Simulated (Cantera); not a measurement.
A closed system holds: 1 mol SiH4, 0.034 mol CH4, 63 mol H2, at 0.290 bar.

Method: chemical equilibrium by Gibbs-energy minimisation in Cantera with the NASA 1993 tables (ideal gas, pure condensed phases). Candidate condensed phases: C, C6H6, C7H8, C8H18, Si, SiC; 87 gas species. Mutual solubility and eutectic melting of coexisting phases are not modelled. Gases not in the tables: Si2H6 and higher silanes. The numbers say what is thermodynamically allowed, not how fast it happens. All values below are at 2123 K.

Base state: H2 0.992, H 0.00664, Si 0.000586, SiH2 0.000204, SiH 0.000163, Si2C 2.61e-5, C2H2 (acetylene) 1.16e-5 (mole fractions); condensed: Si(l) + SiC(s).

Problem. What changes in the equilibrium state with this change: pressure from 0.290 bar to 0.100 bar?

Solution. 
```
species        before     after
-----------  --------  --------
H2              0.992     0.986
H             0.00664    0.0113
Si           0.000586   0.00170
Si2C          2.61e-5   7.58e-5
Si2           8.02e-6   2.33e-5
SiH          0.000163  0.000276
SiH2         0.000204  0.000202
Si(l), mol      0.903     0.816
SiC(s), mol    0.0302    0.0272
```
